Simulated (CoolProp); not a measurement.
Vapour-liquid equilibrium of propylene (1) + R142b (2) at 207.2 K; x and y are mole fractions of (1).

The numbers come from the multi-fluid Helmholtz-energy mixture model, Lemmon 2013 and Lemmon 2006; pair parameters Bell 2016 in CoolProp.

```
x     bubble pressure (kPa)  y at the bubble point  dew pressure at overall composition x (kPa)  liquid density (mol/L)
----  ---------------------  ---------------------  -------------------------------------------  ----------------------
0.05                  7.135                  0.370                                        4.951                   13.17
0.15                  11.87                  0.659                                        5.476                   13.34
0.25                  16.32                  0.779                                        6.125                   13.52
0.35                  20.37                  0.843                                        6.948                   13.70
0.45                  23.98                  0.884                                        8.026                   13.88
0.55                  27.23                  0.912                                        9.499                   14.07
0.65                  30.20                  0.934                                        11.63                   14.26
0.75                  33.04                  0.953                                        14.98                   14.47
0.85                  35.88                  0.971                                        20.89                   14.68
0.95                  38.86                  0.990                                        32.50                   14.91
```

No azeotrope shows between x = 0.05 and 0.95.

The pair parameters rest on a limited set of measurements; away from them the model extrapolates.
